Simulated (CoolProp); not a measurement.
CF4 (R14) along the isotherm -85.65 °C: fugacity coefficient from the reference equation and from simpler models built on Tc = -45.8 °C, pc = 37.62 bar, ω = 0.178; each cubic takes its own stable root.

Computed with CoolProp (reference Helmholtz-energy equation of state, Platzer 1990). This equation is an older, rougher fit; its heat capacities, sound speeds and derivatives of the liquid may be far off and weren't checked against measurements.

```json
[
 {"p (bar)": "17.1", "phase": "liquid", "reference": "0.4919"},
 {"p (bar)": "34.2", "phase": "liquid", "reference": "0.2641"},
 {"p (bar)": "51.3", "phase": "liquid", "reference": "0.1888"},
 {"p (bar)": "68.4", "phase": "liquid", "reference": "0.1518"},
 {"p (bar)": "85.5", "phase": "liquid", "reference": "0.1301"},
 {"p (bar)": "103", "phase": "liquid", "reference": "0.1158"},
 {"p (bar)": "120", "phase": "liquid", "reference": "0.1063"},
 {"p (bar)": "137", "phase": "liquid", "reference": "0.09954"},
 {"p (bar)": "154", "phase": "liquid", "reference": "0.09463"},
 {"p (bar)": "171", "phase": "liquid", "reference": "0.09102"},
 {"p (bar)": "188", "phase": "liquid", "reference": "0.08840"}
]
```

Q: How far does each simpler model (van der Waals, Soave-Redlich-Kwong) lie from the reference over these 11 states: mean and median of the absolute difference, and the worst?

A: 
- van der Waals: mean 83.6 %, median 83.9 %, worst +110.1 % at -85.65 °C and 188 bar
- Soave-Redlich-Kwong: mean 2.7 %, median 2.8 %, worst +3.3 % at -85.65 °C and 188 bar
